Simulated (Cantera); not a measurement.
## Silicon oxide and oxynitride deposition: TEOS + N2O + N2

A closed system holds: 1 mol TEOS, 0.46 mol N2O, 64 mol N2, held at 0.0473 Torr.

These are equilibrium values from Cantera (NASA tables, ideal gas, pure condensed phases), not measurements of a reactor. Candidate condensed phases: C, C6H6, C7H8, C8H18, H2O, Si, SiC, SiO2, Si2N2O, Si3N4; 151 gas species. The feed counts by its element totals alone. Rates play no part.

```tsv
T (K)	x N2	x H2	x CO	x HCN	x H	x SiO	x CO2	x H2O	n C(graphite)	n SiO2(α-quartz)	n SiO2(β-quartz)	n Si2N2O(s)	n SiC(s)
773	0.838	0.130	0.0319	1.53e-8	4.12e-11	<1e-12	1.57e-5	1.25e-5	5.54	1.00	0	0	0
823	0.838	0.130	0.0320	5.43e-8	3.33e-10	<1e-12	3.08e-6	3.47e-6	5.54	1.00	0	0	0
873	0.838	0.130	0.0320	1.66e-7	2.13e-9	<1e-12	7.31e-7	1.11e-6	5.54	0	1.00	0	0
923	0.833	0.129	0.0377	4.47e-7	1.11e-8	8.56e-12	2.82e-7	4.75e-7	5.09	0	0.700	0.150	0
973	0.821	0.128	0.0508	1.08e-6	4.88e-8	1.69e-10	1.63e-7	2.56e-7	4.04	0	0	0.500	0
1023	0.821	0.128	0.0508	2.41e-6	1.87e-7	2.15e-9	5.82e-8	1.12e-7	4.04	0	0	0.500	0
1073	0.821	0.128	0.0508	5.00e-6	6.32e-7	2.15e-8	2.29e-8	5.34e-8	4.04	0	0	0.500	0
1123	0.821	0.128	0.0508	9.71e-6	1.92e-6	1.75e-7	9.82e-9	2.71e-8	4.04	0	0	0.500	0
1173	0.821	0.128	0.0508	1.78e-5	5.32e-6	1.18e-6	4.54e-9	1.46e-8	4.04	0	0	0.500	0
1223	0.821	0.128	0.0508	3.11e-5	1.36e-5	6.84e-6	2.24e-9	8.25e-9	4.04	0	0	0.500	0
1273	0.817	0.127	0.0565	5.14e-5	3.20e-5	3.60e-5	1.44e-9	5.36e-9	2.54	0	0	0	0.997
1323	0.817	0.127	0.0565	8.24e-5	7.11e-5	4.76e-5	7.94e-10	3.30e-9	2.54	0	0	0	0.996
```
x: gas mole fraction; n: condensed amount in mol.

From 773 K to 823 K the condensed part is C(graphite) + SiO2(α-quartz). At 873 K the condensed part is C(graphite) + SiO2(β-quartz). At 923 K the condensed part is C(graphite) + SiO2(β-quartz) + Si2N2O(s). From 973 K to 1223 K the condensed part is C(graphite) + Si2N2O(s). From 1273 K to 1323 K the condensed part is C(graphite) + SiC(s).
